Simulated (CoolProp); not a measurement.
A single-stage vapour-compression cycle with CH3F (R41): evaporating at 231.15 K (dew point), condensing at 295.15 K (bubble point), superheat 2 K, subcooling 2 K, compressor efficiency 0.6, no pressure losses. Each further row changes one setting.

Values from CoolProp's reference Helmholtz-energy equation of state, Lemmon 2006. It is a short technical equation, of lower accuracy than the large ones.

```
case                              cooling COP  pressure ratio  discharge temperature (K)  refrigerating effect (kJ/kg)  volumetric capacity (kJ/m³)
--------------------------------  -----------  --------------  -------------------------  ----------------------------  ---------------------------
as stated                                1.42            6.69                      412.5                           279                         2950
evaporating temperature 236.15 K         1.62             [?]                      399.1                           [?]                          [?]
condensing temperature 290.15 K          1.62            5.93                        [?]                           294                          [?]
subcooling 7 K                            [?]            6.69                      412.5                           294                          [?]
```

**Question.** Some entries are withheld; supply them.

**Answer.** 
- evaporating temperature 236.15 K, pressure ratio: 5.56
- evaporating temperature 236.15 K, refrigerating effect (kJ/kg): 281
- evaporating temperature 236.15 K, volumetric capacity (kJ/m³): 3550
- condensing temperature 290.15 K, discharge temperature (K): 399.8
- condensing temperature 290.15 K, volumetric capacity (kJ/m³): 3100
- subcooling 7 K, cooling COP: 1.50
- subcooling 7 K, volumetric capacity (kJ/m³): 3110
